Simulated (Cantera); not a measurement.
What does this Cantera script print?

```python
import numpy as np
import cantera as ct

gas_names = """
    AL ALCL ALCL2 ALCL3 ALN ALO ALOCL ALO2 AL2 AL2CL6 AL2O AL2O2 CL CLO CL2 N NO NO2 NO3 N2 N2O O O2 O3
""".split()
cond_names = """
    AL(cr) AL(L) ALCL3(s) ALCL3(L) ALN(s) AL2O3(a) AL2O3(L)
""".split()


# ... load() reads the species with a 1 bar reference pressure and builds the phases ...
atoms = {
    'AlCl3': {'AL': 1, 'CL': 3},
    'N2O': {'N': 2, 'O': 1},
    'N2': {'N': 2},
}
top_T = {'ALN(s)': 2750}  # K; cautious upper limits of use, not melting points


# ... equilibrate(T, P, feed) seeds the gas with the atoms and calls Mixture.equilibrate('TP', solver="vcs", rtol=1e-11, max_steps=5000) ...
results = []
feed = {'AlCl3': 1, 'N2O': 40, 'N2': 230}  # mol
T = 723  # K
P = 1200  # Pa
mix = equilibrate(T, P, feed)
results.append((T, P, feed, dict(zip(mix.species_names, mix.species_moles))))
x = sorted(zip(gas.X, gas.species_names), reverse=True)
print(f"T = {T:g} K  P = {P:g} Pa  gas = {mix.phase_moles(0):.4g} mol")
print("   x: " + "  ".join(f"{s} {v:.3e}" for v, s in x if v > 1e-05))
print("   condensed (mol): " + ("  ".join(f"{mix.phase(i).name} {mix.phase_moles(i):.4g}"
      for i in range(1, mix.n_phases) if mix.phase_moles(i) > 1e-12) or "none"))
```

Result:

```
T = 723 K  P = 1200 Pa  gas = 290.8 mol
   x: N2 9.286e-01  O2 6.621e-02  CL2 5.159e-03
   condensed (mol): AL2O3(a) 0.5
```

Cantera equilibrium calculation (NASA polynomials, part measured and part estimated; ideal gas, pure solids and liquids). Condensed phases not in the tables: AlOCl.
